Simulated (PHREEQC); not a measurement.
A column of 0.5 m (30 cells, dispersivity 0.025 m, 60 s a shift, diffusion coefficient 3e-10 m²/s) holds 0.12 eq of the database's cation exchanger X per kg of pore water, first in equilibrium with 1.7 mmol/kgw LiCl, 6.2 mmol/kgw (NH4)2SO4 and 0.01 mmol/kgw HCl. It is flushed with 0.045 mol/kgw NaCl and 1e-05 mol/kgw HCl, at 40 °C. Values are for the last cell. The system is closed to CO2. Precipitation was switched off in this run.

The series has 31 steps of pore volumes, from 0 to 8.017.

Model: ion-association model, phreeqc.dat, run in PHREEQC.

### Question
After how many pore volumes does Na at the outlet first reach half of its feed value?

### Answer
By 2.7 pore volumes.

Complexes and solids missing from the database can't appear. At this temperature some constants are extrapolated from 25 °C, and those without enthalpy data are left unchanged.
